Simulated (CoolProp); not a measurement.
Saturation properties of ethanol.

Computed with CoolProp (reference Helmholtz-energy equation of state, Schroeder 2014).

| T (K) | p (kPa) | liquid density (kg/m³) | liquid viscosity (µPa s) | vapour viscosity (µPa s) |
|---|---|---|---|---|
| 321.7 | 27.42 | 764.4 | 706 | 9.49 |
| 334 | 48.54 | 753.2 | 576 | 9.86 |
| 346.4 | 82.33 | 741.5 | 475 | 10.2 |
| 358.7 | 133.4 | 729.3 | 397 | (withheld) |
| 371.1 | (withheld) | 716.2 | 334 | 11.0 |
| 383.4 | 315.1 | 702.5 | 283 | 11.3 |
| 395.8 | 462.7 | 687.5 | 241 | 11.7 |
| 408.1 | 659.1 | 671.3 | 206 | 12.1 |
| 420.5 | (withheld) | 653.5 | 176 | 12.5 |
| 432.8 | 1247 | 634.0 | 151 | 12.9 |
| 445.2 | 1663 | 612.5 | 129 | 13.3 |

Problem. Some entries are withheld; supply them.

Solution. 
- 358.7, vapour viscosity (µPa s): 10.6
- 371.1, p (kPa): 208.9
- 420.5, p (kPa): 918.1

It boils at 351.6 K under 1 atm.

Viscosity comes from a separate model (Kiselev 2005).
